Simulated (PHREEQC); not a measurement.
1 kg of water holding 0.13 mol/kgw KCl and 0.12 mol/kgw NaHCO3 meets 20 L of dry gas (CO2 1 by moles) at fixed total pressure, at 25 °C; fugacities by Peng-Robinson. The gases take part in no redox reaction, some water evaporates into the gas, and hydrates or a liquid gas phase aren't modelled. Precipitation was switched off in this run.

Equilibrium calculation in PHREEQC: Pitzer model, pitzer.dat.

Q: Predict dissolved CO2 (all carbonate carbon) (mol/kgw) at P (atm) = 3, 7.5, 15.

A: 
```json
[
 {"P (atm)": "3", "dissolved CO2 (all carbonate carbon) (mol/kgw)": "0.216"},
 {"P (atm)": "7.5", "dissolved CO2 (all carbonate carbon) (mol/kgw)": "0.355"},
 {"P (atm)": "15", "dissolved CO2 (all carbonate carbon) (mol/kgw)": "0.569"}
]
```
